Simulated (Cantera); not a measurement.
Charge: 1 mol H2O, 5.7 mol N2, equilibrated at 19000 Pa.

Equilibrium computed with Cantera from the NASA thermochemical tables; the gas is ideal and each condensed phase is pure. Candidate condensed phases: H2O; 47 gas species. Ions and electrons are included (thermal ionisation). Equilibrium is a limit: real reactors are often held back by kinetics, nucleation or transport. All values below are at 3500 K.

Base state: N2 0.682, H 0.184, O 0.0814, H2 0.0185, OH 0.0140, NO 0.0117, O2 0.00519, H2O 0.00306 (mole fractions); condensed: gas only.

Q: What changes in the equilibrium state with this change: H2O replaced by CS2?

A: 
```csv
species,before,after
N2,0.682,0.740
S,0,0.126
CS,0,0.126
H,0.184,0
O,0.0814,0
H2,0.0185,0
OH,0.0140,0
NO,0.0117,0
O2,0.00519,0
S2,0,0.00381
CN,0,0.00325
H2O,0.00306,0
```
Further candidate phases: C, S.

Q: What changes in the equilibrium state with this change: pressure from 19000 Pa to 3100000 Pa?

A: 
```csv
species,before,after
N2,0.682,0.808
H2O,0.00306,0.0859
H2,0.0185,0.0359
H,0.184,0.0201
O,0.0814,0.00721
OH,0.0140,0.0221
NO,0.0117,0.0144
HO2,6.67e-7,1.52e-5
N,0.000420,3.58e-5
```
The ideal-gas law is rough above about 30 bar.

Q: What changes in the equilibrium state with this change: N2 from 5.7 to 37 mol?

A: 
| species | before | after |
|---|---|---|
| N2 | 0.682 | 0.927 |
| H | 0.184 | 0.0468 |
| O | 0.0814 | 0.0201 |
| OH | 0.0140 | 0.000882 |
| H2 | 0.0185 | 0.00119 |
| NO | 0.0117 | 0.00338 |
| H2O | 0.00306 | 4.89e-5 |
| O2 | 0.00519 | 0.000317 |
| N | 0.000420 | 0.000489 |
